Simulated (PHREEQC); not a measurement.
PHREEQC input (Pitzer model, pitzer.dat):

```
SOLUTION 1
  temp 20
  units mol/kgw
  pH 7 charge
END
SELECTED_OUTPUT 1
  -reset false
  -pH true
  -pe true
  -ionic_strength true
  -water true
  -totals Cl K Mg
  -molalities H+ K+ Mg+2 Cl- OH- MgOH+
  -equilibrium_phases Carnallite Bischofite Brucite Sylvite MgCl2_4H2O
PRINT
  -reset false
USE solution 1
REACTION_PRESSURE 1
  1 50 100 200 300 400 500 600 800 1000
EQUILIBRIUM_PHASES 1
  Carnallite 0 30
  Bischofite 0 0
  Brucite 0 0
  Sylvite 0 0
  MgCl2_4H2O 0 0
END
```

Selected output (columns that matter, 9 of 10 rows; P (atm) added in front):

```
P (atm)	pH	mu	Cl	K	Mg	m_H+	m_K+	m_Mg+2	m_Cl-	m_OH-	Carnallite	Sylvite
1	3.6458	13.091	8.879	0.45596	4.2115	2.5541e-06	0.45596	4.2115	8.879	1.6337e-09	22.269	6.8941
50	3.6453	13.075	8.8693	0.4576	4.2058	2.5706e-06	0.4576	4.2058	8.8693	1.6396e-09	22.288	6.8729
100	3.6447	13.058	8.8587	0.45908	4.1998	2.5891e-06	0.45908	4.1998	8.8587	1.6436e-09	22.308	6.8508
200	3.6431	13.024	8.8361	0.46148	4.1873	2.631e-06	0.46148	4.1873	8.8361	1.6454e-09	22.35	6.8069
300	3.6409	12.987	8.8124	0.46317	4.1746	2.679e-06	0.46317	4.1746	8.8124	1.64e-09	22.392	6.7635
500	3.6348	12.911	8.7618	0.46448	4.1487	2.7926e-06	0.46448	4.1487	8.7618	1.6093e-09	22.478	6.6798
600	3.6309	12.871	8.7357	0.46418	4.1358	2.858e-06	0.46418	4.1358	8.7357	1.5856e-09	22.52	6.6402
800	3.621	12.794	8.6834	0.46189	4.1108	3.0056e-06	0.46189	4.1108	8.6834	1.5244e-09	22.602	6.5669
1000	3.6083	12.721	8.6331	0.4575	4.0878	3.1765e-06	0.4575	4.0878	8.6331	1.4478e-09	22.676	6.5044
```
